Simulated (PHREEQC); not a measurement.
A made-up water analysis in mmol/kgw, 25 °C, pH 4.05: Na 72.7; K 4.23; Ca 3.15; Mg 12.9; Cl 6.74; S(6) 49.6; Mn(2) 0.0187.

Valence states are taken as typed.

Equilibrium calculation in PHREEQC: Pitzer model, pitzer.dat.

Problem. The ionic strength comes out as 0.173 mol/kgw. What activity coefficients do K+, HSO4-, Na+, Cl-, Mg+2 get?

Solution. K+ 0.72, HSO4- 0.73, Na+ 0.73, Cl- 0.73, Mg+2 0.23. Single-ion values are on the MacInnes scale.

No solid was allowed to form. Species that the database lacks are ignored.
